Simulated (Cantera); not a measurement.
A Cantera script and what it prints.

```python
import numpy as np
import cantera as ct

gas_names = """
    CL CL2 H HCL H2 Si SiCL SiCL2 SiCL3 SiCL4 SiH SiHCL3 SiH2 SiH2CL2 SiH3 SiH3CL SiH4 Si2 Si3
""".split()
cond_names = """
    Si(cr) Si(L)
""".split()


def load(file, names, dense=False):
    # The tables refer to 1 bar. Condensed volumes are neglected.
    table = {s.name: s for s in ct.Species.list_from_file(file)}
    out = []
    for n in names:
        d = dict(table[n].input_data)
        d["thermo"] = dict(d["thermo"], **{"reference-pressure": 1e5})
        if dense:
            d["equation-of-state"] = {"model": "constant-volume", "density": "1e6 g/cm^3"}
        out.append(ct.Species.from_dict(d))
    return out


gas = ct.Solution(thermo="ideal-gas", species=load("nasa_gas.yaml", gas_names))
cond = {s.name: ct.Solution(thermo="fixed-stoichiometry", species=[s], name=s.name)
        for s in load("nasa_condensed.yaml", cond_names, dense=True)}
atoms = {
    'Si': {'Si': 1},
    'HCl': {'H': 1, 'CL': 1},
}
top_T = {}  # K; cautious upper limits of use, not melting points


def equilibrate(T, P, feed):
    n = {}
    for name, mol in feed.items():
        for a, k in atoms[name].items():
            n[a] = n.get(a, 0.0) + k * mol
    gas.TPX = T, P, n
    mass = sum(n.values()) * gas.mean_molecular_weight
    gas.equilibrate("TP")
    valid = [c for c in cond.values() if c.min_temp <= T <= top_T.get(c.name, c.max_temp)]
    mix = ct.Mixture([(gas, mass / gas.mean_molecular_weight)] + [(c, 0.0) for c in valid])
    mix.T, mix.P = T, P
    mix.equilibrate("TP", solver="vcs", rtol=1e-11, max_steps=5000)
    return mix


results = []
feed = {'Si': 1, 'HCl': 12}  # mol
P = 3900  # Pa
for T in [1125, 1175, 1225, 1275, 1325, 1375, 1425]:
    mix = equilibrate(T, P, feed)
    results.append((T, P, feed, dict(zip(mix.species_names, mix.species_moles))))

top = {s: max(r[3][s] / sum(r[3][g] for g in gas_names) for r in results) for s in gas_names}
cols = sorted((s for s in top if top[s] > 0.001), key=lambda s: -top[s])[:6]
seen = [c for c in cond_names if any(r[3].get(c, 0) > 1e-12 for r in results)]
print("log10 of partial pressures in bar; condensed amounts in mol")
print(f"{'T/K':>10s}" + "".join(f"{s[:9]:>10s}" for s in cols + seen))
for T, P, feed, n in results:
    ng = sum(n[g] for g in gas_names)
    print(f"{T:10.4g}" + "".join(f"{np.log10(max(n[s] / ng * P / 1e5, 1e-99)):10.3f}" for s in cols)
          + "".join(f"{n.get(c, 0):10.4g}" for c in seen))
```

Result:

```
log10 of partial pressures in bar; condensed amounts in mol
       T/K       HCL        H2     SiCL4     SiCL3     SiCL2    SiHCL3
      1125    -1.547    -2.151    -2.454    -4.883    -6.222    -4.818
      1175    -1.547    -2.152    -2.457    -4.544    -5.641    -4.689
      1225    -1.546    -2.154    -2.462    -4.236    -5.112    -4.576
      1275    -1.545    -2.157    -2.472    -3.960    -4.634    -4.478
      1325    -1.544    -2.163    -2.490    -3.716    -4.207    -4.401
      1375    -1.541    -2.175    -2.521    -3.508    -3.834    -4.350
      1425    -1.536    -2.193    -2.570    -3.342    -3.519    -4.333
```

These are equilibrium values from Cantera (NASA tables, ideal gas, pure condensed phases), not measurements of a reactor. The tables' values for SiCl3 are old estimates; treat these amounts as uncertain.
